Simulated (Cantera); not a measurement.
Feed: 1 mol SiC, 1.6 mol N₂, equilibrated at 1.00 bar.

Method: chemical equilibrium by Gibbs-energy minimisation in Cantera with the NASA 1993 tables (ideal gas, pure condensed phases). Candidate condensed phases: C, Si, SiC, Si₃N₄; 32 gas species. Ions and electrons are included (thermal ionisation). The tables' values for SiN are old estimates; treat these amounts as uncertain. Rates play no part. All values below are at 3500 K.

Base state: N₂ 0.600, Si 0.184, SiC₂ 0.156, CN 0.0197, Si₂C 0.0154, C₃ 0.00865, SiN 0.00498, Si₂ 0.00258 (mole fractions); condensed: gas only.

**Question.** What changes in the equilibrium state with this change: pressure from 1.00 bar to 47.0 mbar?

**Answer.** 
| species | before | after |
|---|---|---|
| N₂ | 0.600 | 0.533 |
| Si | 0.184 | 0.270 |
| SiC₂ | 0.156 | 0.0741 |
| Si₂C | 0.0154 | 0.000886 |
| C | 0.00198 | 0.0240 |
| C₂ | 0.00145 | 0.0101 |
| C₃ | 0.00865 | 0.0341 |
| CN | 0.0197 | 0.0487 |
| Si₃ | 6.32e-5 | 4.37e-7 |
| Si₂N | 0.000495 | 1.02e-5 |
| e- | 3.82e-6 | 4.28e-5 |
| C₄N₂ | 3.92e-5 | 3.68e-6 |
